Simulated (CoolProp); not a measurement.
Vapour-liquid equilibrium of R227EA (1) + isobutane (2) at 319.9 K; x and y are mole fractions of (1).

Model: multi-fluid Helmholtz-energy mixture model, Lemmon 2016 and Bücker 2006; pair parameters Bell 2016, in CoolProp.

Give the bubble pressure and the first vapour's composition at x = 0.5, 0.8, 0.95. Is there an azeotrope?

x = 0.5: 0.9983 MPa, y = 0.547; x = 0.8: 0.9727 MPa, y = 0.741; x = 0.95: 0.8874 MPa, y = 0.915. y crosses x between x = 0.5 and 0.65: the model has an azeotrope there.

The pair parameters rest on a limited set of measurements; away from them the model extrapolates.
